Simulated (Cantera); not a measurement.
A perfectly stirred reactor is fed with NO : N2 = 1 : 1.5 (molar parts), at 0.148 atm; it is held at 1973 K, and followed from long to short residence time.

Computed with Cantera and GRI-Mech 3.0 (53 species, 325 reactions).

Task: Predict: x(NO) at τ = 18.0 s; x(N2) at τ = 18.0 s; x(NO2) at τ = 18.0 s; x(O2) at τ = 18.0 s; x(O) at τ = 18.0 s; x(NO) at τ = 0.370 s; x(N2) at τ = 0.370 s; x(NO2) at τ = 0.370 s; x(O2) at τ = 0.370 s; x(O) at τ = 0.370 s.

Result: 
- x(NO) at τ = 18.0 s: 0.0868
- x(N2) at τ = 18.0 s: 0.756
- x(NO2) at τ = 18.0 s: 5.23e-5
- x(O2) at τ = 18.0 s: 0.156
- x(O) at τ = 18.0 s: 0.000561
- x(NO) at τ = 0.370 s: 0.375
- x(N2) at τ = 0.370 s: 0.613
- x(NO2) at τ = 0.370 s: 7.26e-5
- x(O2) at τ = 0.370 s: 0.0125
- x(O) at τ = 0.370 s: 0.000203
